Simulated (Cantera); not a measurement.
A perfectly stirred reactor is fed with H2 : O2 : N2 = 0.31 : 1 : 0.62 (molar parts), at 1.00 bar; it is held at 975 K, and followed from long to short residence time.

Cantera simulation using GRI-Mech 3.0 (53 species, 325 reactions); the numbers are that mechanism's predictions, not measurements. The temperature is held fixed by assumption; the heat of reaction is taken as removed at once.

x: mole fraction; the columns are a selection and need not sum to one.

```csv
τ (s),x H2,x O2,x NO,x NO2,x N2O
1.8,0.0103,0.479,1.42e-11,1.81e-10,4.82e-8
0.64,0.0217,0.482,7.49e-12,6.36e-11,2.46e-8
0.23,(withheld),0.487,5.66e-12,3.08e-11,(withheld)
0.080,0.0785,0.496,6.37e-12,2.12e-11,5.03e-9
0.028,0.108,0.504,9.02e-12,1.82e-11,2.49e-9
0.0099,0.123,0.508,1.65e-11,1.93e-11,(withheld)
0.0035,0.128,0.509,4.44e-11,2.68e-11,1.20e-9
0.0012,0.127,0.509,1.58e-10,4.05e-11,1.15e-9
0.00043,0.127,0.509,4.82e-10,4.97e-11,1.11e-9
0.00015,0.130,0.510,1.16e-9,4.69e-11,9.53e-10
```

Task: Some entries are withheld; supply them.

Result: 
- 0.23, x H2: 0.0444
- 0.23, x N2O: 1.14e-8
- 0.0099, x N2O: 1.52e-9
